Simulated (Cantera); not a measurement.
# Catalytic combustion on Pt

An isothermal plug-flow reactor at 850 K and 330000 Pa (inlet), inlet velocity 0.06 m/s, active area per volume 140 1/m; feed 0.266 % CO, 15.3 % O2, 80.7 % N2, 3.68 % H2O.

Cantera simulation using Deutschmann's 1995 Pt surface mechanism with GRI-Mech 3.0 gas chemistry; the numbers are that mechanism's predictions, not measurements. Catalytic surfaces can have several steady states; this one follows from the mechanism file's or the stated starting coverage. Mass transfer to the wall is taken as infinitely fast.

| z (m) | x CO | x O2 | x H2O | x CO2 | θ free Pt | θ O* | θ OH* |
|---|---|---|---|---|---|---|---|
| 0.00016 | 0.00222 | 0.153 | 0.0368 | 0.000435 | 0.0377 | 0.956 | 0.00550 |
| 0.00033 | 0.00186 | 0.153 | 0.0368 | 0.000802 | 0.0369 | 0.957 | 0.00544 |
| 0.00072 | 0.00126 | 0.153 | 0.0368 | 0.00140 | 0.0356 | 0.959 | 0.00535 |
| 0.0016 | 0.000558 | 0.152 | 0.0368 | 0.00210 | 0.0343 | 0.960 | 0.00525 |
| 0.0033 | 0.000127 | 0.152 | 0.0368 | 0.00253 | 0.0335 | 0.961 | 0.00520 |
| 0.0072 | 4.60e-6 | 0.152 | 0.0368 | 0.00266 | 0.0333 | 0.961 | 0.00518 |
| 0.016 | 2.65e-9 | 0.152 | 0.0368 | 0.00266 | 0.0333 | 0.962 | 0.00518 |
x: gas mole fraction; θ: surface coverage.
